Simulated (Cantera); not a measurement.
Input (Python, Cantera):

```python
import numpy as np
import cantera as ct

surf = ct.Interface("diamond.yaml", "diamond_100")
gas, bulk = surf.adjacent["gas"], surf.adjacent["diamond"]
k = surf.kinetics_species_index(bulk.species_names[0])
cover = ["c6HH", "c6H*", "c6*H", "c6**", "c6HM", "c6B"]

rows, drift = [], 0.0
print(f"{'T':>10s}{'um/h':>11s}" + "".join(f"{s:>11s}" for s in cover))
for v in [925, 1000, 1075, 1150, 1225, 1300, 1375]:
    T, P, xH, xCH3 = v, 13000, 0.0012, 8.4e-05
    gas.TPX = T, P, {"H": xH, "CH3": xCH3, "CH4": 0.013, "H2": 1 - xH - xCH3 - 0.013}
    surf.TP = bulk.TP = T, P
    surf.coverages = "c6H*:0.1, c6HH:0.9"
    surf.advance_coverages(100.0)
    before = surf.coverages
    surf.advance_coverages(100.0)
    drift = max(drift, np.max(np.abs(surf.coverages - before) / (surf.coverages + 1e-9)))
    rate = surf.net_production_rates[k] * bulk.mean_molecular_weight / bulk.density * 3.6e9
    rows.append([rate, *surf[cover].coverages])
    print(f"{v:10.4g}{rate:11.4e}" + "".join(f"{x:11.3e}" for x in rows[-1][1:]))
```

Output:

```
         T       um/h       c6HH       c6H*       c6*H       c6**       c6HM        c6B
       925 3.6331e+00  6.278e-01  1.146e-02  2.942e-01  4.891e-03  4.841e-02  9.859e-09
      1000 5.0641e+00  5.728e-01  1.739e-02  3.554e-01  8.620e-03  3.339e-02  1.374e-08
      1075 5.4610e+00  5.237e-01  2.437e-02  4.095e-01  1.361e-02  1.940e-02  1.482e-08
      1150 3.7813e+00  4.820e-01  3.207e-02  4.542e-01  1.951e-02  7.397e-03  1.026e-08
      1225 2.0797e+00  4.459e-01  3.978e-02  4.850e-01  2.546e-02  1.913e-03  5.643e-09
      1300 1.4782e+00  4.177e-01  4.709e-02  5.029e-01  3.073e-02  4.409e-04  4.011e-09
      1375 1.2600e+00  3.992e-01  5.387e-02  5.112e-01  3.490e-02  1.023e-04  3.419e-09
```

Model: the Harris–Goodwin 1993 mechanism for the reconstructed diamond (100) surface, integrated in Cantera.
